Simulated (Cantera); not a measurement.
NO annealing gas

An isothermal, constant-pressure homogeneous reactor starts with 11.6 % NO, 88.4 % N2, at 2050 K and 1.48 atm.

Model: GRI-Mech 3.0 (53 species, 325 reactions), integrated in Cantera.

```tsv
t (s)	x NO	x O	x O2	x N2	x N2O
3.00e-6	0.116	9.81e-8	4.98e-11	0.884	9.95e-8
1.55e-5	0.116	4.71e-7	1.25e-9	0.884	4.98e-7
7.98e-5	0.116	2.23e-6	3.19e-8	0.884	2.21e-6
0.000412	0.116	1.32e-5	1.32e-6	0.884	5.96e-6
0.00212	0.116	3.84e-5	5.49e-5	0.884	6.86e-6
0.0110	0.115	4.25e-5	0.000461	0.884	6.76e-6
0.0565	0.111	5.60e-5	0.00261	0.887	6.27e-6
0.291	0.0887	9.93e-5	0.0136	0.898	4.08e-6
1.50	0.0270	0.000169	0.0444	0.928	6.73e-7
7.75	0.00500	0.000188	0.0554	0.939	3.70e-7
40.0	0.00493	0.000188	0.0554	0.939	3.70e-7
```
x: mole fraction; the columns are a selection and need not sum to one.

Equilibrium at this temperature and pressure: NO 0.00493, O 0.000188, O2 0.0554, N2 0.939, N2O 3.70e-7 (gas phase only).
